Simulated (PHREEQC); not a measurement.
Consider water at 25 °C with 0.033 mol/kgw NaHSO4 and 0.38 mol/kgw K2HPO4. Closed to the air; pH follows from the charge balance.

Model: ion-association model, phreeqc.dat, run in PHREEQC.

```
Quantity                 Result
-----------------  ------------
pH                         7.55
ionic strength     1.02 mol/kgw
activity of water         0.981
density             1.052 g/cm³
total alkalinity     347 meq/kg
```

```
species  molality  activity   log γ
-------  --------  --------  ------
K+          0.688     0.412  -0.223
HPO4-2      0.285    0.0478  -0.775
KHPO4-     0.0587    0.0384  -0.185
H2PO4-     0.0331    0.0216  -0.185
Na+        0.0294    0.0216  -0.135
SO4-2      0.0194   0.00296  -0.816
KSO4-      0.0131   0.00857  -0.185
NaHPO4-   0.00308   0.00201  -0.185
NaSO4-   0.000490  0.000320  -0.185
PO4-3     7.56e-5   7.68e-7  -1.993
OH-       6.12e-7   3.54e-7  -0.238
```

This is a speciation only: nothing precipitates in the calculation. Ionic strength above about 0.7 mol/kgw puts this run outside the model's range.
